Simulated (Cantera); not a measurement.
# Thermodynamics of silicon nitride deposition, feed trisilylamine + NH3 + H2

Input: 1 mol trisilylamine, 47 mol NH3, 45 mol H2, equilibrated at 22.0 Pa.

These are equilibrium values from Cantera (NASA tables, ideal gas, pure condensed phases), not measurements of a reactor. Candidate condensed phases: Si, Si3N4; 18 gas species. The feed counts by its element totals alone. The tables' values for SiN are old estimates; treat these amounts as uncertain. Gases not in the tables: Si2H6 and higher silanes. Rates play no part.

From 1198 K to 1448 K the condensed part is Si3N4(s). From 1498 K to 1648 K the condensed part is Si(s). From 1698 K to 1798 K the condensed part is Si(l).

```json
[
 {"T (K)": "1198", "log p H2": "-3.73", "log p N2": "-4.47", "log p H": "-8.59", "log p Si": "-13.96", "log p SiH": "-14.64", "log p Si2": "<-15", "log p Si2N": "<-15", "log p SiN": "-15.39", "n Si3N4(s)": "1.00", "n Si(s)": "0", "n Si(l)": "0"},
 {"T (K)": "1248", "log p H2": "-3.73", "log p N2": "-4.47", "log p H": "-8.20", "log p Si": "-12.75", "log p SiH": "-13.57", "log p Si2": "<-15", "log p Si2N": "<-15", "log p SiN": "-14.31", "n Si3N4(s)": "1.00", "n Si(s)": "0", "n Si(l)": "0"},
 {"T (K)": "1298", "log p H2": "-3.73", "log p N2": "-4.47", "log p H": "-7.84", "log p Si": "-11.63", "log p SiH": "-12.57", "log p Si2": "<-15", "log p Si2N": "-14.51", "log p SiN": "-13.32", "n Si3N4(s)": "1.000", "n Si(s)": "0", "n Si(l)": "0"},
 {"T (K)": "1348", "log p H2": "-3.73", "log p N2": "-4.47", "log p H": "-7.50", "log p Si": "-10.60", "log p SiH": "-11.65", "log p Si2": "-14.89", "log p Si2N": "-13.19", "log p SiN": "-12.41", "n Si3N4(s)": "1.000", "n Si(s)": "0", "n Si(l)": "0"},
 {"T (K)": "1398", "log p H2": "-3.73", "log p N2": "-4.47", "log p H": "-7.19", "log p Si": "-9.64", "log p SiH": "-10.80", "log p Si2": "-13.40", "log p Si2N": "-11.97", "log p SiN": "-11.56", "n Si3N4(s)": "1.000", "n Si(s)": "0", "n Si(l)": "0"},
 {"T (K)": "1448", "log p H2": "-3.73", "log p N2": "-4.47", "log p H": "-6.90", "log p Si": "-8.75", "log p SiH": "-10.01", "log p Si2": "-12.02", "log p Si2N": "-10.83", "log p SiN": "-10.77", "n Si3N4(s)": "1.000", "n Si(s)": "0", "n Si(l)": "0"},
 {"T (K)": "1498", "log p H2": "-3.74", "log p N2": "-4.44", "log p H": "-6.63", "log p Si": "-8.00", "log p SiH": "-9.36", "log p Si2": "-10.90", "log p Si2N": "-9.93", "log p SiN": "-10.10", "n Si3N4(s)": "0", "n Si(s)": "2.99", "n Si(l)": "0"},
 {"T (K)": "1548", "log p H2": "-3.74", "log p N2": "-4.44", "log p H": "-6.38", "log p Si": "-7.50", "log p SiH": "-8.94", "log p Si2": "-10.25", "log p Si2N": "-9.49", "log p SiN": "-9.69", "n Si3N4(s)": "0", "n Si(s)": "2.98", "n Si(l)": "0"},
 {"T (K)": "1598", "log p H2": "-3.74", "log p N2": "-4.44", "log p H": "-6.14", "log p Si": "-7.03", "log p SiH": "-8.56", "log p Si2": "-9.64", "log p Si2N": "-9.09", "log p SiN": "-9.31", "n Si3N4(s)": "0", "n Si(s)": "2.93", "n Si(l)": "0"},
 {"T (K)": "1648", "log p H2": "-3.74", "log p N2": "-4.44", "log p H": "-5.92", "log p Si": "-6.59", "log p SiH": "-8.19", "log p Si2": "-9.07", "log p Si2N": "-8.70", "log p SiN": "-8.95", "n Si3N4(s)": "0", "n Si(s)": "2.82", "n Si(l)": "0"},
 {"T (K)": "1698", "log p H2": "-3.74", "log p N2": "-4.44", "log p H": "-5.71", "log p Si": "-6.18", "log p SiH": "-7.86", "log p Si2": "-8.54", "log p Si2N": "-8.36", "log p SiN": "-8.62", "n Si3N4(s)": "0", "n Si(s)": "0", "n Si(l)": "2.54"},
 {"T (K)": "1748", "log p H2": "-3.75", "log p N2": "-4.44", "log p H": "-5.51", "log p Si": "-5.84", "log p SiH": "-7.59", "log p Si2": "-8.13", "log p Si2N": "-8.11", "log p SiN": "-8.34", "n Si3N4(s)": "0", "n Si(s)": "0", "n Si(l)": "1.99"},
 {"T (K)": "1798", "log p H2": "-3.75", "log p N2": "-4.45", "log p H": "-5.33", "log p Si": "-5.51", "log p SiH": "-7.33", "log p Si2": "-7.73", "log p Si2N": "-7.88", "log p SiN": "-8.09", "n Si3N4(s)": "0", "n Si(s)": "0", "n Si(l)": "0.837"}
]
```
log p: log10 of the partial pressure in bar; n: condensed amount in mol.
